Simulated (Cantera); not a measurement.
A Cantera script and what it prints.

```python
import numpy as np
import cantera as ct

gas_names = [...]  # 110 gases of nasa_gas.yaml made of C, H, O
cond_names = """
    C(gr) C6H6(L) C7H8(L) C8H18(L),n-octa H2O(s) H2O(L)
""".split()


# ... load() reads the species with a 1 bar reference pressure and builds the phases ...
atoms = {
    'C': {'C': 1},
    'CO2': {'C': 1, 'O': 2},
    'H2': {'H': 2},
}
top_T = {'C(gr)': 4500}  # K; cautious upper limits of use, not melting points


# ... equilibrate(T, P, feed) seeds the gas with the atoms and calls Mixture.equilibrate('TP', solver="vcs", rtol=1e-11, max_steps=5000) ...
results = []
feed = {'C': 1, 'CO2': 0.13, 'H2': 7.3}  # mol
T = 1923.15  # K
P = 27  # Pa
mix = equilibrate(T, P, feed)
results.append((T, P, feed, dict(zip(mix.species_names, mix.species_moles))))
x = sorted(zip(gas.X, gas.species_names), reverse=True)
print(f"T = {T:g} K  P = {P:g} Pa  gas = {mix.phase_moles(0):.4g} mol")
print("   x: " + "  ".join(f"{s} {v:.3e}" for v, s in x if v > 1e-06))
print("   condensed (mol): " + ("  ".join(f"{mix.phase(i).name} {mix.phase_moles(i):.4g}"
      for i in range(1, mix.n_phases) if mix.phase_moles(i) > 1e-12) or "none"))
```

Result:

```
T = 1923.15 K  P = 27 Pa  gas = 7.773 mol
   x: H2 9.113e-01  H 5.479e-02  CO 3.345e-02  C2H2,acetylene 4.118e-04
   condensed (mol): C(gr) 0.8636
```

Method: chemical equilibrium by Gibbs-energy minimisation in Cantera with the NASA 1993 tables (ideal gas, pure condensed phases).
